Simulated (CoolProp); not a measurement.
Values from CoolProp's reference Helmholtz-energy equation of state, de Reuck 1993.

Question: For methanol, give the phase and the Joule-Thomson coefficient (K/MPa), viscosity (µPa s), Prandtl number at 180.55 °C and 0.0674 MPa.

Answer: 
- 180.55 °C and 0.0674 MPa: gas; Joule-Thomson coefficient 21.4, viscosity 14.8, Prandtl number 0.820

Viscosity comes from a separate model (Xiang 2006). Thermal conductivity comes from a separate model (Sykioti 2013).
